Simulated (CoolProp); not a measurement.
Saturation properties of water.

Computed with CoolProp (reference Helmholtz-energy equation of state, Wagner 2002).

```tsv
T (°C)	p (MPa)	vapour density (kg/m³)	surface tension (mN/m)	vapour viscosity (µPa s)	liquid conductivity (mW/(m K))
56.75	[?]	0.1131	66.9	10.7	648
65.55	0.02566	[?]	65.3	11.0	656
74.35	0.03756	0.2361	63.8	11.3	663
83.15	0.05380	0.3305	62.1	11.6	669
91.95	0.07554	0.4541	60.5	12.0	674
100.75	0.1042	0.6133	58.8	12.3	677
109.55	0.1412	0.8153	57.0	12.6	680
118.35	0.1885	1.068	[?]	[?]	682
127.15	0.2480	1.381	53.5	[?]	683
135.95	0.3220	1.764	51.6	13.5	683
144.75	0.4128	2.228	49.8	13.8	682
153.55	0.5232	2.785	47.9	14.1	680
```

### Question
What belongs in the gaps?

### Answer

- 56.75, p (MPa): 0.01713
- 65.55, vapour density (kg/m³): 0.1652
- 118.35, surface tension (mN/m): 55.3
- 118.35, vapour viscosity (µPa s): 12.9
- 127.15, vapour viscosity (µPa s): 13.2

It boils at 100.0 °C under 1 atm.

Viscosity comes from a separate model (Huber 2009). Thermal conductivity comes from a separate model (Huber 2012). Surface tension comes from a separate correlation (Mulero 2012).
